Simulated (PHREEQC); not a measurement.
A solution holds 0.017 mol HF and 0.00019 mol NaF per kg of water, at 67 °C. Closed to the air; pH follows from the charge balance.

Model: ion-association model, wateq4f.dat, run in PHREEQC.

This is a speciation only: nothing precipitates in the calculation.

Order these F species by the share of F that they hold, largest first: H2F2, HF2-, F-, HF.

HF (84 %), F- (13 %), HF2- (1.6 %), H2F2 (1.2 %)

The pH is 2.69 and the ionic strength 0.00235 mol/kgw. Away from 25 °C the constants follow the database's enthalpies or fits; those with neither stay at their 25 °C values.
